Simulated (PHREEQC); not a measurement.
Solution (25 °C): 0.11 mol NaBr, 0.24 mol Pb(NO3)2 and 0.00053 mol Ag2SO4 per kg of water. It is in equilibrium with CO2 at log p = -3.5 (atm). Otherwise closed; pH follows from the charge balance.

Computed with PHREEQC (ion-association model with the Debye-Hückel limiting law, wateq4f.dat).

No solid was allowed to form.

Question: Estimate the pH, activity of water, ionic strength.

Answer: pH 3.88; activity of water 0.985; ionic strength 0.750 mol/kgw.

Question: In which forms is C present?

Answer: CO2 97 %, PbHCO3+ 2.4 %, HCO3- 0.9 % of the C.

The solution is supersaturated, for example in Bromyrite, Anglesite, so a real one may precipitate; this is no full list. The ionic strength is past about 0.7 mol/kgw, beyond the range of this activity model, so the values are rough.
